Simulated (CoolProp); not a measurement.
Vapour-liquid equilibrium of n-hexane (1) + n-decane (2) at 401.7 K; x and y are mole fractions of (1).

Values from CoolProp's multi-fluid Helmholtz-energy mixture model, Thol 2019 and Lemmon 2006; pair parameters Kunz 2012.

| x | bubble pressure, mixture model (MPa) | bubble pressure, Raoult's law (MPa) | y, mixture model | y, Raoult's law |
|---|---|---|---|---|
| 0.05 | 0.04603 | 0.04985 | … | 0.485 |
| 0.125 | 0.07534 | 0.08412 | 0.674 | 0.719 |
| 0.2 | 0.1056 | 0.1184 | 0.783 | 0.818 |
| 0.275 | … | 0.1527 | 0.845 | 0.872 |
| 0.35 | … | 0.1869 | 0.885 | 0.906 |
| 0.425 | 0.2022 | 0.2212 | … | 0.930 |
| 0.5 | 0.2362 | 0.2555 | 0.934 | 0.947 |
| 0.575 | … | 0.2898 | 0.950 | 0.960 |
| 0.65 | 0.3068 | 0.3240 | 0.963 | 0.971 |
| 0.725 | 0.3433 | 0.3583 | 0.973 | 0.979 |
| 0.8 | 0.3806 | 0.3926 | 0.982 | 0.986 |
| 0.875 | … | 0.4268 | 0.989 | 0.992 |
| 0.95 | 0.4575 | 0.4611 | … | 0.997 |

Task: What belongs in the gaps?

Result: 
- 0.05, y, mixture model: 0.434
- 0.275, bubble pressure, mixture model (MPa): 0.1368
- 0.35, bubble pressure, mixture model (MPa): 0.1690
- 0.425, y, mixture model: 0.913
- 0.575, bubble pressure, mixture model (MPa): 0.2711
- 0.875, bubble pressure, mixture model (MPa): 0.4186
- 0.95, y, mixture model: 0.996

The largest gap from Raoult's law is -10.8 % in bubble pressure, at x = 0.2. No azeotrope shows between x = 0.05 and 0.95.

The pair parameters rest on a limited set of measurements; away from them the model extrapolates.
